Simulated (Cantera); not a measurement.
An isothermal, constant-pressure homogeneous reactor starts with C₂H₆ : N₂ = 1 : 16 (molar parts), at 1700 K and 0.0132 atm. Integrator tolerance rtol = 1e-08.

Cantera simulation using GRI-Mech 3.0 (53 species, 325 reactions); the numbers are that mechanism's predictions, not measurements. GRI-Mech 3.0 stops at C3 and has no aromatics, soot or wall deposition, so with more carbon than oxygen in the feed, carbon stays in small species such as C2H2 where larger ones or solid carbon would form. Radical loss at walls, strong at low pressure, is not modelled.

Task: What does this change do: 0.87 parts H2O added?

Result: 
```json
[
 {"quantity": "x(C₂H₆) at 2.00 s", "before": "5.50e-8 (gas-phase equilibrium 3.83e-12)", "after": "1.92e-7 (gas-phase equilibrium 3.30e-12)"},
 {"quantity": "x(CH₂) at 2.00 s", "before": "2.56e-7 (gas-phase equilibrium 2.53e-9)", "after": "5.19e-7 (gas-phase equilibrium 1.91e-9)"},
 {"quantity": "x(C₂H₄) at 2.00 s", "before": "7.11e-6 (gas-phase equilibrium 1.21e-6)", "after": "1.50e-5 (gas-phase equilibrium 6.89e-7)"},
 {"quantity": "x(CH₄) at 2.00 s", "before": "0.00143 (gas-phase equilibrium 7.70e-6)", "after": "0.00269 (gas-phase equilibrium 8.79e-6)"},
 {"quantity": "x(C₂H) at 2.00 s", "before": "8.64e-7 (gas-phase equilibrium 3.96e-7)", "after": "7.23e-7 (gas-phase equilibrium 1.21e-7)"},
 {"quantity": "x(CH₃) at 2.00 s", "before": "8.58e-5 (gas-phase equilibrium 6.19e-7)", "after": "0.000162 (gas-phase equilibrium 5.74e-7)"},
 {"quantity": "x(H₂) at 2.00 s", "before": "0.103 (gas-phase equilibrium 0.105)", "after": "0.110 (gas-phase equilibrium 0.159)"}
]
```
